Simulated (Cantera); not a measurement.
What does this Cantera script print?

```python
import numpy as np
import cantera as ct

gas_names = """
    CL CL2 H HCL H2 Si SiCL SiCL2 SiCL3 SiCL4 SiH SiHCL3 SiH2 SiH2CL2 SiH3 SiH3CL SiH4 Si2 Si3
""".split()
cond_names = """
    Si(cr) Si(L)
""".split()


# ... load() reads the species with a 1 bar reference pressure and builds the phases ...
atoms = {
    'SiCl4': {'Si': 1, 'CL': 4},
    'HCl': {'H': 1, 'CL': 1},
    'H2': {'H': 2},
}
top_T = {}  # K; cautious upper limits of use, not melting points


# ... equilibrate(T, P, feed) seeds the gas with the atoms and calls Mixture.equilibrate('TP', solver="vcs", rtol=1e-11, max_steps=5000) ...
results = []
feed = {'SiCl4': 1, 'HCl': 1.2, 'H2': 1.7}  # mol
T = 500  # K
P = 10000  # Pa
mix = equilibrate(T, P, feed)
results.append((T, P, feed, dict(zip(mix.species_names, mix.species_moles))))
print(gas.report(threshold=0.0001))
for i in range(1, mix.n_phases):
    print(f"{mix.phase(i).name:16s} {mix.phase_moles(i):12.5e} mol")
```

Result:

```
       temperature   500 K
          pressure   10000 Pa
           density   0.13388 kg/m^3
  mean mol. weight   55.657 kg/kmol
   phase of matter   gas

                          1 kg             1 kmol
                     ---------------   ---------------
          enthalpy       -3.3954e+06       -1.8898e+08  J
   internal energy       -3.4701e+06       -1.9314e+08  J
           entropy            4515.5        2.5132e+05  J/K
    Gibbs function       -5.6532e+06       -3.1464e+08  J
 heat capacity c_p            853.95             47528  J/K
 heat capacity c_v            704.56             39214  J/K

                      mass frac. Y      mole frac. X     chem. pot. / RT
                     ---------------   ---------------   ---------------
               HCL           0.20155           0.30769           -48.562
                H2          0.015789            0.4359           -19.247
             SiCL4           0.78266           0.25641           -204.18
     [  +16 minor]        1.4079e-06        5.7854e-07

Si(cr)            0.00000e+00 mol
```

Equilibrium computed with Cantera from the NASA thermochemical tables; the gas is ideal and each condensed phase is pure.
